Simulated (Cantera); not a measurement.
Predominance diagram of Ca at 1375 K against the partial pressures of O2 and Cl2 (log10, bar). Cantera with NASA thermochemical tables; ideal gases at 1 bar, condensed phases pure. Candidates: Ca(l), CaCl2(l), CaO(s). Only these pure phases compete in this equilibrium. Not in the tables: oxide halides.

```
log p(Cl2) \ log p(O2)
        columns: -26, -24.5, -22.9, -21.4, -19.9, -18.4, -16.8, -15.3, -13.8, -12.2, -10.7, -9.2, -7.6, -6.1, -4.6, -3.1, -1.5, 0
      0  A A A A A A A A A A A A A A A A A A
   -1.6  A A A A A A A A A A A A A A A A A A
   -3.3  A A A A A A A A A A A A A A A A A A
   -4.9  A A A A A A A A A A A A A A A A B B
   -6.6  A A A A A A A A A A A A A A B B B B
   -8.2  A A A A A A A A A A A A B B B B B B
   -9.9  A A A A A A A A A A B B B B B B B B
  -11.5  A A A A A A A A B B B B B B B B B B
  -13.1  A A A A A A B B B B B B B B B B B B
  -14.8  A A A B B B B B B B B B B B B B B B
  -16.4  A B B B B B B B B B B B B B B B B B
  -18.1  B B B B B B B B B B B B B B B B B B
  -19.7  B B B B B B B B B B B B B B B B B B
  -21.4  B B B B B B B B B B B B B B B B B B
    -23  B B B B B B B B B B B B B B B B B B
```

A: CaCl2(l); B: CaO(s).
